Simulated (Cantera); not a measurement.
# Ti + C₃H₈ + H₂ (titanium nitride, carbide and oxide coatings)

Feed: 1 mol Ti, 0.23 mol C₃H₈, 360 mol H₂, equilibrated at 2800 Pa.

Equilibrium computed with Cantera from the NASA thermochemical tables; the gas is ideal and each condensed phase is pure. Candidate condensed phases: C, C₆H₆, C₇H₈, C₈H₁₈, Ti, TiC; 77 gas species. Mutual solubility and eutectic melting of coexisting phases are not modelled. TiC: taken at fixed stoichiometry. Condensed phases not in the tables: N, O or C dissolved in the metal. Equilibrium is a limit: real reactors are often held back by kinetics, nucleation or transport.

```
T (°C)   x H₂       x H      x Ti     x CH₄  n Ti(α)  n TiC(s)  n Ti(β)
------  -----  --------  --------  --------  -------  --------  -------
752      1.00   2.60e-8    <1e-12  3.33e-12    0.310     0.690        0
902     1.000   7.33e-7  1.39e-12  1.38e-11        0     0.690    0.310
1052    1.000   9.77e-6  2.93e-10  4.28e-11        0     0.690    0.310
1202    1.000   7.75e-5   2.06e-8  1.06e-10        0     0.690    0.310
1352    1.000  0.000422   6.52e-7  2.21e-10        0     0.690    0.310
1502    0.998   0.00173   1.14e-5  4.10e-10        0     0.690    0.306
1652    0.994   0.00570  0.000126  6.92e-10        0     0.690    0.264
1802    0.983    0.0158  0.000851   1.23e-9        0     0.690        0
```
x: gas mole fraction; n: condensed amount in mol.

At 752 °C the condensed part is Ti(α) + TiC(s). From 902 °C to 1652 °C the condensed part is Ti(β) + TiC(s). At 1802 °C the condensed part is TiC(s).
